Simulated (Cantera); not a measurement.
A closed system holds: 1 mol SiH4, 0.7 mol N2.

Method: chemical equilibrium by Gibbs-energy minimisation in Cantera with the NASA 1993 tables (ideal gas, pure condensed phases). Candidate condensed phases: Si, Si3N4; 18 gas species. N2 is the only nitrogen source here; it is nearly inert below about 1500 K, so the nitride shown seldom forms there in practice. Mutual solubility and eutectic melting of coexisting phases are not modelled. The numbers say what is thermodynamically allowed, not how fast it happens.

Stable condensed phases, one row left out:

```
T in K \ P in Pa
              5     21     85    350   1400   5900  24000 100000
   2100       A      A      B      B      B      B      B      B
   2000       A      B      B      B      B      B      B      C
   1900       B      B      B      B      B      B      C      C
   1800       B      B      B      B      B      C      C      D
   1700       B      B      B      B      C      C      D      D
   1500       B      C      C      D      D      D      D      D
   1400       C      C      D      D      D      D      D      D
   1300       D      D      D      D      D      D      D      D
   1200       D      D      D      D      D      D      D      D
   1100       D      D      D      D      D      D      D      D
```

A: gas only; B: Si; C: Si + Si3N4; D: Si3N4.

Q: Give the row for 1600 K.

A: 5: Si; 21: Si; 85: Si; 350: Si + Si3N4; 1400: Si + Si3N4; 5900: Si3N4; 24000: Si3N4; 100000: Si3N4.
